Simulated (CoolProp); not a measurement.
A simple Rankine cycle with water: condensing at 317.15 K, boiler at 0.566 MPa, turbine inlet 444.7 K, turbine efficiency 0.9, pump efficiency 0.7, no recuperator. Each further row changes one setting.

Values from CoolProp's reference Helmholtz-energy equation of state, Wagner 2002.

| case | thermal efficiency (%) | net work (kJ/kg) | heat in (kJ/kg) | turbine exit temperature (K) | volume ratio over the turbine |
|---|---|---|---|---|---|
| as stated | 21.7 | 564 | 2600 | 317.2 | 39.2 |
| turbine inlet 464.7 K | 21.8 | (withheld) | 2650 | 317.2 | (withheld) |
| condensing temperature 309.15 K | 23.1 | 609 | 2640 | 309.2 | 57.8 |
| boiler pressure 0.396 MPa | (withheld) | (withheld) | (withheld) | 317.2 | 27.8 |
| turbine efficiency 0.8 | 19.2 | 501 | 2600 | 317.2 | (withheld) |

Problem. Complete the blanks.

Solution. 
- turbine inlet 464.7 K, net work (kJ/kg): 576
- turbine inlet 464.7 K, volume ratio over the turbine: 37.8
- boiler pressure 0.396 MPa, thermal efficiency (%): 19.9
- boiler pressure 0.396 MPa, net work (kJ/kg): 522
- boiler pressure 0.396 MPa, heat in (kJ/kg): 2620
- turbine efficiency 0.8, volume ratio over the turbine: 40.4

The expansion ends wet for: as stated; turbine inlet 464.7 K; condensing temperature 309.15 K; boiler pressure 0.396 MPa; turbine efficiency 0.8.
